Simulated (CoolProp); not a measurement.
Vapour-liquid equilibrium of chloromethane (R40) (1) + isobutene (2) at 108.85 °C; x and y are mole fractions of (1).

Values from CoolProp's multi-fluid Helmholtz-energy mixture model, Thol 2014 and Lemmon 2005; pair parameters Bell 2016.

```
x     bubble pressure (MPa)  y at the bubble point  dew pressure at overall composition x (MPa)  liquid density (mol/L)
----  ---------------------  ---------------------  -------------------------------------------  ----------------------
0.05                  2.257                  0.073                                        2.226                   8.215
0.15                  2.443                  0.204                                        2.365                   8.546
0.25                  2.620                  0.321                                        2.512                   8.915
0.35                  2.790                  0.427                                        2.666                   9.329
0.45                  2.955                  0.526                                        2.827                   9.794
0.55                  3.115                  0.620                                        2.995                   10.32
0.65                  3.271                  0.709                                        3.167                   10.91
0.75                  3.426                  0.796                                        3.344                   11.59
0.85                  3.578                  0.879                                        3.524                   12.35
0.95                  3.729                  0.960                                        3.710                   13.23
```

No azeotrope shows between x = 0.05 and 0.95.

Pair parameters are fitted to limited data, so mixtures are less certain than the pure fluids.
